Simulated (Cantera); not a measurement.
Feed: 1 mol B2H6, 2.6 mol O2, held at 2398.15 K and 323 Torr.

Method: chemical equilibrium by Gibbs-energy minimisation in Cantera with the NASA 1993 tables (ideal gas, pure condensed phases). Candidate condensed phases: B, B2O3, B3O3H3, H2O; 23 gas species. The feed counts by its element totals alone. The numbers say what is thermodynamically allowed, not how fast it happens.

Base state: H2O 0.361, HBO2 0.359, H2 0.193, B2O3 0.0631, H 0.0106, BO2 0.00433, OH 0.00363, HBO 0.00336 (mole fractions); condensed: gas only.

### Question
What changes in the equilibrium state with this change: temperature from 2398.15 K to 1023.15 K?

### Answer
| species | before | after |
|---|---|---|
| H2O | 0.361 | 0.722 |
| H2 | 0.193 | 0.268 |
| (HBO2)3 | 3.36e-7 | 0.00999 |
| HBO2 | 0.359 | 5.45e-5 |
| B2O3 | 0.0631 | <1e-9 |
| H | 0.0106 | 3.28e-9 |
| BO2 | 0.00433 | <1e-9 |
| OH | 0.00363 | <1e-9 |
| HBO | 0.00336 | <1e-9 |
| BO | 0.00192 | <1e-9 |
| B2O3(l), mol | 0 | 0.955 |
Gases not in the tables: H3BO3.
